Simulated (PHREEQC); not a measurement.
Make-up at 25 °C: 27 mmol/kgw CdSO4 and 11 mmol/kgw H3BO3. Closed to the air; pH follows from the charge balance.

All values are PHREEQC results (ion-association model, phreeqc.dat), not measurements.

Precipitation was switched off in this run.

Question: What pH, ionic strength does the model give?

Answer: pH 5.67; ionic strength 0.0592 mol/kgw.

Question: In which forms is S present?

Answer: SO4-2 49 %, CdSO4 39 %, Cd(SO4)2-2 12 % of the S.
